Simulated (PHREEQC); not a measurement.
PHREEQC input (Pitzer model, pitzer.dat):

```
SOLUTION 1
  temp 90
  units mol/kgw
  pH 7 charge
  Cl 0.248
  Na 0.068
  K 0.18
END
USE solution 1
INCREMENTAL_REACTIONS false
REACTION 1
  H2O -1
  0 9.886 18.011 24.689 30.178 34.689 38.397 41.444
  43.949 46.007 47.699 49.089 50.232 51.172 51.944 52.578
  53.1 53.528 53.88 54.17 54.408 54.603 54.764 54.896
  55.005 55.094 55.168 55.228 moles
EQUILIBRIUM_PHASES 1
  Halite 0 0
  Sylvite 0 0
SELECTED_OUTPUT 1
  -reset false
  -pH true
  -pe true
  -ionic_strength true
  -water true
  -activities H2O
  -totals Cl K Na
  -molalities H+ Na+ K+ Cl- OH-
  -equilibrium_phases Halite Sylvite
PRINT
  -reset false
END
```

Selected output (columns that matter, 11 of 28 rows; water left (kg) added in front):

```
water left (kg)	pH	mu	Cl	K	Na	m_H+	m_Na+	m_K+	m_Cl-	m_OH-	la_H2O	Halite	Sylvite
1	6.1918	0.248	0.248	0.18	0.068	8.9658e-07	0.068	0.18	0.248	8.9658e-07	-0.0035159	0	0
0.555203	6.1836	0.44668	0.44668	0.32421	0.12248	9.3113e-07	0.12248	0.32421	0.44668	9.3113e-07	-0.0063018	0	0
0.375043	6.1748	0.66126	0.66126	0.47994	0.18131	9.4289e-07	0.18131	0.47994	0.66126	9.4289e-07	-0.0093373	0	0
0.208215	6.1535	1.1911	1.1911	0.86449	0.32659	9.27e-07	0.32659	0.86449	1.1911	9.27e-07	-0.017011	0	0
0.115613	6.1155	2.1451	2.1451	1.5569	0.58817	8.4335e-07	0.58817	1.5569	2.1451	8.4335e-07	-0.031609	0	0
0.0641769	6.0478	3.8643	3.8643	2.8047	1.0596	6.6685e-07	1.0596	2.8047	3.8643	6.6685e-07	-0.060586	0	0
0.0433504	5.9752	5.7208	5.7208	4.1522	1.5686	5.0703e-07	1.5686	4.1522	5.7208	5.0703e-07	-0.095115	0	0
0.0240733	5.8361	8.1748	8.1748	5.3501	2.8247	3.5681e-07	2.8247	5.3501	8.1748	3.5681e-07	-0.14545	0	0.051206
0.0133718	5.672	9.076	9.076	4.3562	4.7197	3.1262e-07	4.7197	4.3562	9.076	3.1262e-07	-0.17029	0.0048886	0.12175
0.00902994	5.672	9.076	9.076	4.3562	4.7197	3.1262e-07	4.7197	4.3562	9.076	3.1262e-07	-0.17029	0.025381	0.14066
0.00501237	5.672	9.076	9.076	4.3562	4.7197	3.1262e-07	4.7197	4.3562	9.076	3.1262e-07	-0.17029	0.044343	0.15816
```

Complexes and solids missing from the database can't appear. Constants without temperature data keep their 25 °C values here.
